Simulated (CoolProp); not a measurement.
Values from CoolProp's reference Helmholtz-energy equation of state, Wu 2012.

Q: Give the vapour pressure (MPa), liquid density (kg/m³), vapour density (kg/m³), enthalpy of vaporisation (kJ/kg) of saturated fluoroethane (R161) at 186.6, 303.4, 318 K.

A: 
```csv
T (K),p (MPa),liquid density (kg/m³),vapour density (kg/m³),enthalpy of vaporisation (kJ/kg)
186.6,0.00529,883,0.164,474
303.4,1.06,700,24.8,331
318,1.53,665,36.5,302
```
